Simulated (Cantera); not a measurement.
An adiabatic, constant-volume homogeneous reactor starts with 4.75 % CO, 3.27 % H₂, 1.14 % CH₄, 8.26 % O₂, 82.6 % N₂, at 1623 K and 0.970 bar.

Model: GRI-Mech 3.0 (53 species, 325 reactions), integrated in Cantera.

x: mole fraction; the columns are a selection and need not sum to one.

```tsv
t (s)	T (K)	P (bar)	x CO	x H₂	x CH₄	x H	x HCN	x CH₂O
3.00e-6	1623	0.970	0.0475	0.0327	0.0114	2.83e-7	<1e-12	1.67e-9
1.02e-5	1623	0.970	0.0475	0.0327	0.0114	…	<1e-12	…
3.45e-5	1631	0.975	0.0475	0.0313	…	…	…	…
0.000117	2059	1.22	0.0273	0.00651	<1e-12	0.0131	3.98e-12	6.86e-11
0.000396	2341	1.37	0.0189	0.00368	<1e-12	0.00357	8.62e-12	2.92e-11
0.00134	2488	1.44	0.0111	0.00187	<1e-12	0.00103	1.74e-11	1.14e-11
0.00455	2498	1.45	0.0102	0.00171	<1e-12	0.000864	2.41e-11	1.01e-11
0.0154	2491	1.44	0.0102	0.00171	<1e-12	0.000839	3.37e-11	1.01e-11
0.0522	2487	1.44	0.0102	0.00172	<1e-12	0.000828	3.80e-11	1.01e-11
0.177	2487	1.44	0.0102	0.00172	<1e-12	0.000827	3.81e-11	1.01e-11
0.600	2487	1.44	0.0102	0.00172	<1e-12	0.000827	3.81e-11	1.01e-11
```

**Question.** What belongs in the gaps?

**Answer.** 
- 1.02e-5, x H: 2.44e-6
- 1.02e-5, x CH₂O: 6.88e-8
- 3.45e-5, x CH₄: 0.00993
- 3.45e-5, x H: 0.000633
- 3.45e-5, x HCN: 3.72e-9
- 3.45e-5, x CH₂O: 0.000185
